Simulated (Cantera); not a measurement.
Input (Python, Cantera):

```python
import numpy as np
import cantera as ct

gas = ct.Solution("gri30.yaml")
gas.TPX = 1725, 11000, {'C2H6': 0.58, 'N2': 1.2}
reactor = ct.IdealGasConstPressureReactor(gas, energy="off", clone=False)
net = ct.ReactorNet([reactor])
net.rtol, net.atol = 1e-08, 1e-18
show = ['C2H6', 'C2H4', 'CH2', 'C2H2', 'CH3', 'H']
times = np.geomspace(1e-05, 50, 12)

steps = ct.SolutionArray(gas, extra=["t"])
rows = []
print(f"{'t/s':>10s}{'T/K':>9s}{'P/Pa':>11s}" + "".join(f"{s:>11s}" for s in show))
for t in times:
    while net.time < t:
        t_next = net.step()
        steps.append(gas.state, t=t_next)
    rows.append([np.interp(t, steps.t, y) for y in (steps.T, steps.P, *steps(*show).X.T)])
    print(f"{t:10.3e}{rows[-1][0]:9.1f}{rows[-1][1]:11.4g}" + "".join(f"{x:11.3e}" for x in rows[-1][2:]))
rate = np.gradient(steps.T, steps.t)
print("integrator steps:", len(steps.t))
if steps.T.max() > steps.T[0] + 200:
    print(f"time of steepest temperature rise: {steps.t[rate.argmax()]:.4e} s")
gas.TPX = 1725, 11000, {'C2H6': 0.58, 'N2': 1.2}
gas.equilibrate("TP")
print(f"equilibrium (TP): T = {gas.T:.1f} K  " + "  ".join(f"{s} {gas[s].X[0]:.3e}" for s in show))
```

Result:

```
       t/s      T/K       P/Pa       C2H6       C2H4        CH2       C2H2        CH3          H
 1.000e-05   1725.0    1.1e+04  2.959e-01  4.625e-03  2.585e-05  8.614e-06  2.399e-02  3.130e-04
 4.064e-05   1725.0    1.1e+04  1.615e-01  7.089e-02  6.689e-05  4.180e-03  4.426e-02  9.872e-04
 1.652e-04   1725.0    1.1e+04  1.265e-02  1.068e-01  2.925e-05  6.350e-02  1.601e-02  1.188e-03
 6.714e-04   1725.0    1.1e+04  3.463e-04  4.656e-02  2.855e-06  1.277e-01  2.837e-03  3.648e-04
 2.729e-03   1725.0    1.1e+04  6.221e-05  1.272e-02  6.648e-07  1.582e-01  1.194e-03  1.820e-04
 1.109e-02   1725.0    1.1e+04  4.864e-05  1.397e-03  6.415e-07  1.712e-01  1.087e-03  2.052e-04
 4.508e-02   1725.0    1.1e+04  2.114e-05  7.118e-04  4.856e-07  1.810e-01  7.347e-04  2.432e-04
 1.832e-01   1725.0    1.1e+04  3.194e-06  3.767e-04  2.414e-07  1.914e-01  2.977e-04  3.064e-04
 7.447e-01   1725.0    1.1e+04  2.214e-07  3.382e-04  7.251e-08  1.956e-01  7.858e-05  3.460e-04
 3.027e+00   1725.0    1.1e+04  3.517e-08  3.388e-04  2.517e-08  1.965e-01  2.656e-05  3.530e-04
 1.230e+01   1725.0    1.1e+04  2.858e-08  3.390e-04  2.145e-08  1.966e-01  2.258e-05  3.534e-04
 5.000e+01   1725.0    1.1e+04  2.858e-08  3.390e-04  2.144e-08  1.966e-01  2.257e-05  3.534e-04
integrator steps: 1656
equilibrium (TP): T = 1725.0 K  C2H6 1.947e-08  C2H4 2.307e-04  CH2 1.769e-08  C2H2 1.337e-01  CH3 1.863e-05  H 3.536e-04
```

Computed with Cantera and GRI-Mech 3.0 (53 species, 325 reactions). GRI-Mech 3.0 stops at C3 and has no aromatics, soot or wall deposition, so with more carbon than oxygen in the feed, carbon stays in small species such as C2H2 where larger ones or solid carbon would form.
